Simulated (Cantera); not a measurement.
An adiabatic, constant-pressure homogeneous reactor starts with 15.0 % H2, 17.4 % O2, 65.6 % N2, 1.95 % NO, at 1523 K and 760 Torr.

Model: GRI-Mech 3.0 (53 species, 325 reactions), integrated in Cantera.

One state of this run: T (K) = 2475; x H2 = 0.00246; x O2 = 0.105; x H2O = 0.151; x N2O = 7.86e-7; x O = 0.00416; x NO = 0.0150. x: mole fraction; the columns are a selection and need not sum to one.

Task: Which value of t (s) does it belong to?
A) 3.00e-6
B) 0.000139
C) 0.0440
D) 2.04e-5

Result: C, 0.0440
